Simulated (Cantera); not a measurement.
Low-pressure radical oxidation in H2/O2

An isothermal, constant-pressure homogeneous reactor starts with H₂ : O₂ : N₂ = 0.1 : 1 : 3.4 (molar parts), at 1100 K and 0.00247 atm.

Detailed kinetics in Cantera: the H2/O2 subset of GRI-Mech 3.0, which has no nitrogen chemistry. Radical loss at walls, strong at low pressure, is not modelled.

```tsv
t (s)	x H₂	x O₂	x OH	x H	x O	x H₂O₂	x H₂O
9.00e-5	0.0222	0.222	<1e-12	9.45e-12	<1e-12	<1e-12	<1e-12
0.000238	0.0222	0.222	1.65e-12	2.41e-11	1.74e-12	<1e-12	<1e-12
0.000630	0.0222	0.222	9.87e-12	5.91e-11	1.12e-11	<1e-12	2.37e-12
0.00167	0.0222	0.222	5.06e-11	1.46e-10	6.72e-11	<1e-12	3.39e-11
0.00441	0.0222	0.222	2.61e-10	4.94e-10	4.30e-10	<1e-12	4.49e-10
0.0117	0.0222	0.222	3.31e-9	5.41e-9	6.06e-9	<1e-12	1.02e-8
0.0309	0.0222	0.222	1.28e-6	2.06e-6	2.36e-6	8.48e-12	4.42e-6
0.0816	0.00131	0.208	0.00127	0.00702	0.00948	8.54e-9	0.0168
0.216	0.000531	0.207	0.000914	0.00574	0.0110	4.61e-9	0.0184
0.571	0.000475	0.208	0.000866	0.00472	0.00958	4.85e-9	0.0190
1.51	0.000352	0.210	0.000748	0.00286	0.00676	5.35e-9	0.0202
4.00	0.000168	0.212	0.000519	0.000889	0.00307	5.99e-9	0.0215
```
x: mole fraction; the columns are a selection and need not sum to one.

Equilibrium at this temperature and pressure: H₂ 1.29e-9, O₂ 0.213, OH 1.45e-6, H 1.87e-11, O 2.32e-8, H₂O₂ 4.69e-12, H₂O 0.0225 (gas phase only).
